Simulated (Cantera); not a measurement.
Input (Python, Cantera):

```python
import numpy as np
import cantera as ct

gas = ct.Solution("gri30.yaml")
gas.TPX = 1300, 101325, {'CO': 0.0022, 'O2': 0.0023, 'H2O': 0.0054, 'N2': 1}
reactor = ct.IdealGasConstPressureReactor(gas, energy="off", clone=False)
net = ct.ReactorNet([reactor])
net.rtol, net.atol = 1e-08, 1e-18
show = ['CO', 'O2', 'H2O', 'O', 'HO2', 'OH', 'NO']
times = np.geomspace(0.0001, 60, 10)

steps = ct.SolutionArray(gas, extra=["t"])
rows = []
print(f"{'t/s':>10s}{'T/K':>9s}{'P/Pa':>11s}" + "".join(f"{s:>11s}" for s in show))
for t in times:
    while net.time < t:
        t_next = net.step()
        steps.append(gas.state, t=t_next)
    rows.append([np.interp(t, steps.t, y) for y in (steps.T, steps.P, *steps(*show).X.T)])
    print(f"{t:10.3e}{rows[-1][0]:9.1f}{rows[-1][1]:11.4g}" + "".join(f"{x:11.3e}" for x in rows[-1][2:]))
rate = np.gradient(steps.T, steps.t)
print("integrator steps:", len(steps.t))
if steps.T.max() > steps.T[0] + 200:
    print(f"time of steepest temperature rise: {steps.t[rate.argmax()]:.4e} s")
gas.TPX = 1300, 101325, {'CO': 0.0022, 'O2': 0.0023, 'H2O': 0.0054, 'N2': 1}
gas.equilibrate("TP")
print(f"equilibrium (TP): T = {gas.T:.1f} K  " + "  ".join(f"{s} {gas[s].X[0]:.3e}" for s in show))
```

Result:

```
       t/s      T/K       P/Pa         CO         O2        H2O          O        HO2         OH         NO
 1.000e-04   1300.0  1.013e+05  2.178e-03  2.277e-03  5.347e-03  9.929e-11  5.007e-12  1.822e-11  1.482e-18
 4.385e-04   1300.0  1.013e+05  2.178e-03  2.277e-03  5.347e-03  4.054e-10  2.923e-11  2.117e-10  3.274e-17
 1.923e-03   1300.0  1.013e+05  2.178e-03  2.277e-03  5.347e-03  8.059e-09  1.284e-09  7.618e-09  1.560e-15
 8.434e-03   1300.0  1.013e+05  1.640e-03  2.026e-03  5.176e-03  7.677e-05  5.693e-07  5.820e-05  1.102e-08
 3.699e-02   1300.0  1.013e+05  6.634e-05  1.225e-03  5.312e-03  9.541e-06  2.193e-07  2.531e-05  1.993e-07
 1.622e-01   1300.0  1.013e+05  3.115e-06  1.190e-03  5.348e-03  5.496e-07  2.466e-08  6.255e-06  2.096e-07
 7.114e-01   1300.0  1.013e+05  1.567e-07  1.189e-03  5.352e-03  5.752e-08  2.004e-09  2.045e-06  2.116e-07
 3.120e+00   1300.0  1.013e+05  2.087e-08  1.189e-03  5.352e-03  1.191e-08  3.332e-10  9.313e-07  2.122e-07
 1.368e+01   1300.0  1.013e+05  9.836e-09  1.189e-03  5.353e-03  6.189e-09  1.815e-10  6.710e-07  2.123e-07
 6.000e+01   1300.0  1.013e+05  9.673e-09  1.189e-03  5.353e-03  6.100e-09  1.795e-10  6.661e-07  2.125e-07
integrator steps: 1476
equilibrium (TP): T = 1300.0 K  CO 9.742e-09  O2 1.173e-03  H2O 5.353e-03  O 6.057e-09  HO2 1.776e-10  OH 6.638e-07  NO 3.335e-05
```

Computed with Cantera and GRI-Mech 3.0 (53 species, 325 reactions).
